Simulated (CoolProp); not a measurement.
Vapour-liquid equilibrium of octamethyltrisiloxane (MDM) (1) + octamethylcyclotetrasiloxane (D4) (2) at 363.4 K; x and y are mole fractions of (1).

Model: multi-fluid Helmholtz-energy mixture model, Thol 2017 and Thol 2015; pair parameters Bell 2016, in CoolProp.

```tsv
x	bubble pressure (MPa)	y at the bubble point	dew pressure at overall composition x (MPa)	liquid density (mol/L)
0.05	0.006228	0.119	0.005952	2.959
0.125	0.006882	0.263	0.006251	2.974
0.2	0.007503	0.379	0.006579	2.989
0.275	0.008102	0.476	0.006940	3.004
0.35	0.008687	0.559	0.007337	3.019
0.425	0.009265	0.632	0.007776	3.035
0.5	0.009841	0.697	0.008263	3.051
0.575	0.01042	0.756	0.008806	3.067
0.65	0.01100	0.809	0.009415	3.083
0.725	0.01159	0.858	0.01011	3.100
0.8	0.01218	0.902	0.01089	3.116
0.875	0.01278	0.942	0.01181	3.132
0.95	0.01338	0.978	0.01291	3.149
```

No azeotrope shows between x = 0.05 and 0.95.

Pair parameters are fitted to limited data, so mixtures are less certain than the pure fluids.
